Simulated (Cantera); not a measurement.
Standard-state values (1 bar) from the NASA 1993 polynomials, evaluated with Cantera. Values are per mole of reaction as written; species without (g) are pure solids or liquids, kept so even where they would boil at 1 bar.

Nb + O2(g) = NbO2

```json
[
 {"T (K)": "300", "ΔH° (kJ)": "-794.9", "ΔS° (J/K)": "-187.1", "ΔG° (kJ)": "-738.8", "log10 K": "128.64"},
 {"T (K)": "923", "ΔH° (kJ)": "-786.5", "ΔS° (J/K)": "-173.6", "ΔG° (kJ)": "-626.3", "log10 K": "35.44"},
 {"T (K)": "1073", "ΔH° (kJ)": "(withheld)", "ΔS° (J/K)": "(withheld)", "ΔG° (kJ)": "(withheld)", "log10 K": "(withheld)"},
 {"T (K)": "1223", "ΔH° (kJ)": "-775.3", "ΔS° (J/K)": "-163.1", "ΔG° (kJ)": "-575.8", "log10 K": "24.59"},
 {"T (K)": "1373", "ΔH° (kJ)": "-772.6", "ΔS° (J/K)": "-161.1", "ΔG° (kJ)": "-551.5", "log10 K": "20.98"},
 {"T (K)": "1523", "ΔH° (kJ)": "-770.1", "ΔS° (J/K)": "-159.3", "ΔG° (kJ)": "-527.4", "log10 K": "18.09"},
 {"T (K)": "1673", "ΔH° (kJ)": "(withheld)", "ΔS° (J/K)": "(withheld)", "ΔG° (kJ)": "(withheld)", "log10 K": "(withheld)"}
]
```

### Question
Complete the blanks.

### Answer

- 1073, ΔH° (kJ): -782.8
- 1073, ΔS° (J/K): -169.9
- 1073, ΔG° (kJ): -600.5
- 1073, log10 K: 29.23
- 1673, ΔH° (kJ): -767.7
- 1673, ΔS° (J/K): -157.8
- 1673, ΔG° (kJ): -503.6
- 1673, log10 K: 15.72
